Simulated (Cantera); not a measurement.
A Cantera script and what it prints.

```python
import numpy as np
import cantera as ct

gas_names = """
    B BH BH2 BH3 BN B2 H H2 N NH NH2 NH3 N2 N2H2 N2H4
""".split()
cond_names = """
    B(b) B(L) BN(s)
""".split()


def load(file, names, dense=False):
    # The tables refer to 1 bar. Condensed volumes are neglected.
    table = {s.name: s for s in ct.Species.list_from_file(file)}
    out = []
    for n in names:
        d = dict(table[n].input_data)
        d["thermo"] = dict(d["thermo"], **{"reference-pressure": 1e5})
        if dense:
            d["equation-of-state"] = {"model": "constant-volume", "density": "1e6 g/cm^3"}
        out.append(ct.Species.from_dict(d))
    return out


gas = ct.Solution(thermo="ideal-gas", species=load("nasa_gas.yaml", gas_names))
cond = {s.name: ct.Solution(thermo="fixed-stoichiometry", species=[s], name=s.name)
        for s in load("nasa_condensed.yaml", cond_names, dense=True)}
atoms = {
    'borazine': {'B': 3, 'N': 3, 'H': 6},
    'NH3': {'N': 1, 'H': 3},
    'H2': {'H': 2},
    'N2': {'N': 2},
}
top_T = {'BN(s)': 3200}  # K; cautious upper limits of use, not melting points


def equilibrate(T, P, feed):
    n = {}
    for name, mol in feed.items():
        for a, k in atoms[name].items():
            n[a] = n.get(a, 0.0) + k * mol
    gas.TPX = T, P, n
    mass = sum(n.values()) * gas.mean_molecular_weight
    gas.equilibrate("TP")
    valid = [c for c in cond.values() if c.min_temp <= T <= top_T.get(c.name, c.max_temp)]
    mix = ct.Mixture([(gas, mass / gas.mean_molecular_weight)] + [(c, 0.0) for c in valid])
    mix.T, mix.P = T, P
    mix.equilibrate("TP", solver="vcs", rtol=1e-11, max_steps=5000)
    return mix


results = []
feed = {'borazine': 1, 'NH3': 0.37, 'H2': 2.8, 'N2': 26}  # mol
T = 1223  # K
P = 133.322  # Pa
mix = equilibrate(T, P, feed)
results.append((T, P, feed, dict(zip(mix.species_names, mix.species_moles))))
x = sorted(zip(gas.X, gas.species_names), reverse=True)
print(f"T = {T:g} K  P = {P:g} Pa  gas = {mix.phase_moles(0):.4g} mol")
print("   x: " + "  ".join(f"{s} {v:.3e}" for v, s in x if v > 1e-06))
print("   condensed (mol): " + ("  ".join(f"{mix.phase(i).name} {mix.phase_moles(i):.4g}"
      for i in range(1, mix.n_phases) if mix.phase_moles(i) > 1e-12) or "none"))
```

It prints:

```
T = 1223 K  P = 133.322 Pa  gas = 32.54 mol
   x: N2 8.047e-01  H2 1.953e-01  H 3.639e-06
   condensed (mol): BN(s) 3
```

These are equilibrium values from Cantera (NASA tables, ideal gas, pure condensed phases), not measurements of a reactor. The feed counts by its element totals alone.
